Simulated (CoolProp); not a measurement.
CHF3 (R23) along the isotherm 321.1 K: fugacity coefficient from the reference equation and from simpler models built on Tc = 299.3 K, pc = 4.832 MPa, ω = 0.263; each cubic takes its own stable root.

Model: reference Helmholtz-energy equation of state, Penoncello 2003, in CoolProp.

| p (MPa) | phase | reference |
|---|---|---|
| 0.0764 | gas | 0.9955 |
| 0.112 | gas | 0.9934 |
| 0.165 | gas | 0.9903 |
| 0.242 | gas | 0.9858 |
| 0.355 | gas | 0.9793 |
| 0.52 | gas | 0.9697 |
| 0.764 | gas | 0.9556 |
| 1.12 | gas | 0.9352 |
| 1.65 | gas | 0.9052 |
| 2.42 | gas | 0.8623 |
| 3.55 | gas | 0.8006 |
| 5.2 | supercritical | 0.7128 |
| 7.64 | supercritical | 0.5862 |
| 11.2 | supercritical | 0.4563 |
| 16.5 | supercritical | 0.3627 |
| 24.2 | supercritical | 0.3038 |

Q: How far does each simpler model (van der Waals, Soave-Redlich-Kwong, Peng-Robinson) lie from the reference over these 16 states: mean and median of the absolute difference, and the worst?

A: 
- van der Waals: mean 3.3 %, median 0.9 %, worst +22.3 % at 321.1 K and 24.2 MPa
- Soave-Redlich-Kwong: mean 2.7 %, median 0.5 %, worst +15.2 % at 321.1 K and 24.2 MPa
- Peng-Robinson: mean 0.9 %, median 0.5 %, worst +4.4 % at 321.1 K and 24.2 MPa
